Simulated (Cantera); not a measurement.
Input: 1 mol Cu, 2.6 mol F2, 2.8 mol H2, at 0.00975 Torr.

Equilibrium computed with Cantera from the NASA thermochemical tables; the gas is ideal and each condensed phase is pure. Candidate condensed phases: Cu, CuF2; 15 gas species. Equilibrium is a limit: real reactors are often held back by kinetics, nucleation or transport.

Q: Which condensed phases are stable at each of these points (T (°C)): 677, 752, 827, 902, 977, 1052, 1127?

A: 
| T (°C) | condensed phases | Cu condensed (%) |
|---|---|---|
| 677 | Cu(s) | 100.0 |
| 752 | Cu(s) | 100.0 |
| 827 | Cu(s) | 100.0 |
| 902 | Cu(s) | 99.7 |
| 977 | Cu(s) | 97.9 |
| 1052 | Cu(s) | 87.3 |
| 1127 | Cu(l) | 34.8 |

From 677 °C to 1052 °C the condensed part is Cu(s). At 1127 °C the condensed part is Cu(l).
